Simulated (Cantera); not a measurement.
Feed: 1 mol borazine, 1.4 mol H2O, 2.9 mol H2.

Method: chemical equilibrium by Gibbs-energy minimisation in Cantera with the NASA 1993 tables (ideal gas, pure condensed phases). Candidate condensed phases: B, BN, B2O3, B3O3H3, H2O; 39 gas species. The feed counts by its element totals alone. Mutual solubility and eutectic melting of coexisting phases are not modelled. Gases not in the tables: H3BO3. The numbers say what is thermodynamically allowed, not how fast it happens.

### Question
What condenses at these points (T in °C, P in Pa): (1277, 1000); (1777, 10); (1377, 22000); (1677, 22000); (1577, 10); (1527, 1000); (1377, 1000)?

### Answer
```tsv
T (°C)	P in Pa	condensed phases	B condensed (%)
1277	1000	BN + B2O3	91.4
1777	10	B	51.5
1377	22000	BN + B2O3	96.0
1677	22000	BN	61.7
1577	10	B + BN	53.1
1527	1000	BN	58.6
1377	1000	BN	65.7
```
